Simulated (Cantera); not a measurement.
Charge: 1 mol PbO, 20 mol CO, held at 1977 °C and 940000 Pa.

These are equilibrium values from Cantera (NASA tables, ideal gas, pure condensed phases), not measurements of a reactor. Candidate condensed phases: C, Pb, PbO, PbO2, Pb3O4; 15 gas species. Gases not in the tables: (PbO)n polymers. The numbers say what is thermodynamically allowed, not how fast it happens.

Base state: CO 0.905, CO2 0.0475, Pb 0.0474, PbO 0.000139, Pb2 6.61e-5 (mole fractions); condensed: gas only.

What changes in the equilibrium state with this change: temperature from 1977 °C to 1175 °C?


```json
[
 {"species": "CO", "before": "0.905", "after": "0.949"},
 {"species": "CO2", "before": "0.0475", "after": "0.0499"},
 {"species": "Pb", "before": "0.0474", "after": "0.00155"},
 {"species": "PbO", "before": "0.000139", "after": "5.19e-8"},
 {"species": "Pb2", "before": "6.61e-5", "after": "4.61e-7"},
 {"species": "Pb(l), mol", "before": "0", "after": "0.969"}
]
```

What changes in the equilibrium state with this change: temperature from 1977 °C to 1152 °C?


```csv
species,before,after
CO,0.905,0.949
CO2,0.0475,0.0499
Pb,0.0474,0.00122
PbO,0.000139,3.31e-8
Pb2,6.61e-5,3.08e-7
"Pb(l), mol",0,0.976
```

What changes in the equilibrium state with this change: CO from 20 to 0.93 mol?


| species | before | after |
|---|---|---|
| CO2 | 0.0475 | 0.496 |
| Pb | 0.0474 | 0.311 |
| PbO | 0.000139 | 0.116 |
| CO | 0.905 | 0.0741 |
| O2 | 2.08e-8 | 0.000339 |
| O | 1.74e-7 | 2.22e-5 |
| Pb2 | 6.61e-5 | 0.00284 |
| Pb(l), mol | 0 | 0.294 |
